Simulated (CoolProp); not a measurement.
Vapour-liquid equilibrium of R245fa (1) + isopentane (2) at 345.5 K; x and y are mole fractions of (1).

Values from CoolProp's multi-fluid Helmholtz-energy mixture model, Akasaka 2015 and Lemmon 2006; pair parameters Bell 2016.

Q: Give the bubble pressure and the first vapour's composition at x = 0.2, 0.8, 0.95. Is there an azeotrope?

A: x = 0.2: 609.2 kPa, y = 0.450; x = 0.8: 757.4 kPa, y = 0.753; x = 0.95: 699.2 kPa, y = 0.897. y crosses x between x = 0.65 and 0.8: the model has an azeotrope there.

The pair parameters rest on a limited set of measurements; away from them the model extrapolates.
